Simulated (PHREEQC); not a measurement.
1 kg of water holding 29 mmol/kgw NaCl and 24 mmol/kgw MgSO4 is evaporated at 90 °C; the solids stay in contact with the brine. CO2 from the air is kept out. Only these solids could form: Bischofite, Bloedite, Brucite, Epsomite, Halite, Hexahydrite, Kieserite, Mirabilite, Thenardite, MgCl2_4H2O.

The numbers come from PHREEQC with the Pitzer model, pitzer.dat.

```tsv
water left (kg)	ionic strength	water activity	Kieserite (mol)	Thenardite (mol)	Halite (mol)	Cl in solution (mol/kgw)
1	0.125	0.999	0	0	0	0.0290
0.6755	(withheld)	0.998	0	0	0	0.0429
0.4563	0.274	0.997	0	0	0	0.0636
0.3082	(withheld)	0.995	0	0	0	0.0941
0.2082	0.600	0.993	0	0	0	0.139
0.1407	0.889	0.990	0	0	0	(withheld)
0.09502	1.32	0.986	0	0	0	(withheld)
0.06418	1.95	0.979	0	0	0	0.452
0.05275	2.37	0.974	0	0	0	0.550
0.03564	3.51	0.960	0	0	0	0.814
0.02407	(withheld)	0.937	0	0	0	(withheld)
0.01627	7.68	0.897	0	0	0	1.78
0.01099	11.4	0.830	0	0	0	2.64
0.007427	16.7	(withheld)	0	0.000332	0	3.90
0.00484	15.1	0.683	0.00957	0.00386	0.00200	5.58
```

### Question
What belongs in the gaps?

### Answer

- 0.6755, ionic strength: 0.185
- 0.3082, ionic strength: 0.406
- 0.1407, Cl in solution (mol/kgw): 0.206
- 0.09502, Cl in solution (mol/kgw): 0.305
- 0.02407, ionic strength: 5.19
- 0.02407, Cl in solution (mol/kgw): 1.20
- 0.007427, water activity: 0.725

At this temperature some constants are extrapolated from 25 °C, and those without enthalpy data are left unchanged.
